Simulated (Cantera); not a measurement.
A Cantera script and its output.

```python
import numpy as np
import cantera as ct

gas = ct.Solution("gri30.yaml")
gas.TPX = 1225, 100000, {'CH4': 1, 'CO2': 0.84, 'H2': 0.074}
reactor = ct.IdealGasConstPressureReactor(gas, energy="off", clone=False)
net = ct.ReactorNet([reactor])
net.rtol, net.atol = 1e-08, 1e-18
show = ['CH4', 'CO2', 'H2', 'O', 'C2H', 'C2H4', 'OH']
times = np.geomspace(0.0007, 70, 11)

steps = ct.SolutionArray(gas, extra=["t"])
rows = []
print(f"{'t/s':>10s}{'T/K':>9s}{'P/Pa':>11s}" + "".join(f"{s:>11s}" for s in show))
for t in times:
    while net.time < t:
        t_next = net.step()
        steps.append(gas.state, t=t_next)
    rows.append([np.interp(t, steps.t, y) for y in (steps.T, steps.P, *steps(*show).X.T)])
    print(f"{t:10.3e}{rows[-1][0]:9.1f}{rows[-1][1]:11.4g}" + "".join(f"{x:11.3e}" for x in rows[-1][2:]))
rate = np.gradient(steps.T, steps.t)
print("integrator steps:", len(steps.t))
if steps.T.max() > steps.T[0] + 200:
    print(f"time of steepest temperature rise: {steps.t[rate.argmax()]:.4e} s")
gas.TPX = 1225, 100000, {'CH4': 1, 'CO2': 0.84, 'H2': 0.074}
gas.equilibrate("TP")
print(f"equilibrium (TP): T = {gas.T:.1f} K  " + "  ".join(f"{s} {gas[s].X[0]:.3e}" for s in show))
```

It prints:

```
       t/s      T/K       P/Pa        CH4        CO2         H2          O        C2H       C2H4         OH
 7.000e-04   1225.0      1e+05  5.225e-01  4.389e-01  3.866e-02  2.352e-18  2.867e-27  4.675e-11  1.748e-12
 2.214e-03   1225.0      1e+05  5.225e-01  4.389e-01  3.866e-02  2.797e-18  1.045e-24  1.366e-09  4.937e-12
 7.000e-03   1225.0      1e+05  5.225e-01  4.389e-01  3.866e-02  4.090e-18  1.794e-22  2.320e-08  9.267e-12
 2.214e-02   1225.0      1e+05  5.225e-01  4.389e-01  3.867e-02  4.399e-18  5.725e-21  1.552e-07  1.003e-11
 7.000e-02   1225.0      1e+05  5.224e-01  4.389e-01  3.867e-02  4.625e-18  1.107e-19  8.599e-07  1.056e-11
 2.214e-01   1225.0      1e+05  5.223e-01  4.388e-01  3.869e-02  5.287e-18  2.725e-18  6.054e-06  1.199e-11
 7.000e-01   1225.0      1e+05  5.221e-01  4.387e-01  3.878e-02  6.870e-18  9.708e-17  5.142e-05  1.497e-11
 2.214e+00   1225.0      1e+05  5.211e-01  4.382e-01  3.919e-02  8.786e-18  2.925e-15  3.411e-04  1.850e-11
 7.000e+00   1225.0      1e+05  5.177e-01  4.364e-01  4.093e-02  1.039e-17  3.966e-14  1.175e-03  2.321e-11
 2.214e+01   1225.0      1e+05  5.066e-01  4.297e-01  4.709e-02  1.481e-17  2.576e-13  2.587e-03  3.844e-11
 7.000e+01   1225.0      1e+05  4.737e-01  4.065e-01  6.205e-02  2.923e-17  9.490e-13  6.474e-03  9.575e-11
integrator steps: 665
equilibrium (TP): T = 1225.0 K  CH4 4.488e-02  CO2 1.979e-04  H2 4.874e-01  O 5.607e-19  C2H 1.744e-15  C2H4 6.717e-05  OH 1.240e-12
```

Cantera simulation using GRI-Mech 3.0 (53 species, 325 reactions); the numbers are that mechanism's predictions, not measurements.
